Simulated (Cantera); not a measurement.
Input (Python, Cantera):

```python
import numpy as np
import cantera as ct

gas = ct.Solution("gri30.yaml")
gas.TPX = 1623, 17, {'C2H6': 1, 'N2': 8.6}
inlet = ct.Reservoir(gas, clone=True)

reactor = ct.IdealGasConstPressureReactor(gas, energy="off", clone=False)
exhaust = ct.Reservoir(gas, clone=True)
tau = [19, 5.3, 1.5, 0.43, 0.12, 0.035, 0.0099, 0.0028, 0.0008, 0.00023][0]
for a, b in ((inlet, reactor), (reactor, exhaust)):
    ct.MassFlowController(a, b, mdot=lambda t: reactor.mass / tau)
net = ct.ReactorNet([reactor])
show = ['C2H6', 'CH4', 'C2H4', 'H', 'H2', 'HCN', 'CH3']

rows = []
print(f"{'tau/s':>10s}{'T/K':>9s}" + "".join(f"{s:>11s}" for s in show))
for tau in [19, 5.3, 1.5, 0.43, 0.12, 0.035, 0.0099, 0.0028, 0.0008, 0.00023]:
    net.initial_time = 0.0
    net.advance(30 * tau)
    before = gas.X
    net.advance(40 * tau)
    drift = np.max(np.abs(gas.X - before) / (gas.X + 1e-9))
    rows.append([gas.T, *gas[show].X, drift])
    print(f"{tau:10.3e}{gas.T:9.1f}" + "".join(f"{x:11.3e}" for x in gas[show].X))
```

Result:

```
     tau/s      T/K       C2H6        CH4       C2H4          H         H2        HCN        CH3
 1.900e+01   1623.0  1.844e-04  1.510e-02  1.095e-03  9.658e-04  1.487e-01  2.727e-05  2.015e-03
 5.300e+00   1623.0  6.242e-04  2.302e-02  3.218e-03  1.046e-03  1.340e-01  1.425e-05  3.777e-03
 1.500e+00   1623.0  2.057e-03  3.106e-02  8.458e-03  1.133e-03  1.136e-01  7.468e-06  6.948e-03
 4.300e-01   1623.0  6.622e-03  3.453e-02  1.866e-02  1.180e-03  8.750e-02  3.904e-06  1.241e-02
 1.200e-01   1623.0  2.104e-02  2.667e-02  2.971e-02  1.080e-03  5.650e-02  1.865e-06  2.046e-02
 3.500e-02   1623.0  5.408e-02  1.052e-02  2.257e-02  7.296e-04  2.530e-02  6.619e-07  2.347e-02
 9.900e-03   1623.0  8.948e-02  1.614e-03  4.401e-03  2.766e-04  4.386e-03  8.873e-08  1.327e-02
 2.800e-03   1623.0  1.011e-01  1.608e-04  1.708e-04  3.480e-05  1.748e-04  5.166e-10  4.731e-03
 8.000e-04   1623.0  1.033e-01  1.401e-05  3.606e-06  2.072e-06  3.028e-06  1.399e-13  1.441e-03
 2.300e-04   1623.0  1.039e-01  1.176e-06  8.997e-08  1.597e-07  6.740e-08  8.373e-16  4.204e-04
```

Computed with Cantera and GRI-Mech 3.0 (53 species, 325 reactions). GRI-Mech 3.0 stops at C3 and has no aromatics, soot or wall deposition, so with more carbon than oxygen in the feed, carbon stays in small species such as C2H2 where larger ones or solid carbon would form. Radical loss at walls, strong at low pressure, is not modelled.
